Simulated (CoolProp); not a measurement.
Vapour-liquid equilibrium of n-hexane (1) + m-xylene (2) at 46.5 kPa; x and y are mole fractions of (1).

The numbers come from the multi-fluid Helmholtz-energy mixture model, Thol 2019 and Zhou 2012; pair parameters Bell 2016 in CoolProp.

**Question.** Give the bubble temperature and the first vapour's composition at x = 0.35, 0.65, 0.85. Is there an azeotrope?

**Answer.** x = 0.35: 340.4 K, y = 0.872; x = 0.65: 327.1 K, y = 0.956; x = 0.85: 322.4 K, y = 0.981. No azeotrope shows between x = 0.05 and 0.95.

The pair parameters rest on a limited set of measurements; away from them the model extrapolates.
